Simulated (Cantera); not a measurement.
Input: 1 mol SiH2Cl2, a varied amount of HCl, 8.4 mol H2, 0.01 mol C2H4, at 1475 °C and 0.300 bar.

Cantera equilibrium calculation (NASA polynomials, part measured and part estimated; ideal gas, pure solids and liquids). Candidate condensed phases: C, C6H6, C7H8, C8H18, Si, SiC; 109 gas species. Mutual solubility and eutectic melting of coexisting phases are not modelled. The tables' values for SiCl3, SiCl are old estimates; treat these amounts as uncertain. Gases not in the tables: Si2H6 and higher silanes. Kinetics and transport are ignored.

log p: log10 of the partial pressure in bar; n: condensed amount in mol.

| n(HCl) (mol) | log p H2 | log p HCl | log p SiCl2 | log p SiCl3 | n Si(l) | n SiC(s) |
|---|---|---|---|---|---|---|
| 0.43 | -0.60 | -1.47 | -1.81 | -3.18 | [?] | 0.0200 |
| 0.66 | -0.61 | -1.45 | -1.77 | -3.11 | [?] | 0.0200 |
| 0.88 | -0.61 | -1.44 | -1.74 | -3.06 | [?] | 0.0200 |
| 1.1 | -0.62 | -1.42 | -1.71 | -3.01 | [?] | 0.0200 |
| 1.3 | -0.62 | -1.41 | -1.68 | -2.97 | [?] | 0.0200 |
| 1.5 | -0.63 | -1.40 | -1.65 | -2.94 | [?] | 0.0200 |
| 1.8 | -0.63 | -1.36 | -1.65 | -2.89 | [?] | 0.0200 |

Q: Some entries are withheld; supply them.

A: 
- 0.43, n Si(l): 0.393
- 0.66, n Si(l): 0.320
- 0.88, n Si(l): 0.249
- 1.1, n Si(l): 0.178
- 1.3, n Si(l): 0.112
- 1.5, n Si(l): 0.0452
- 1.8, n Si(l): 0
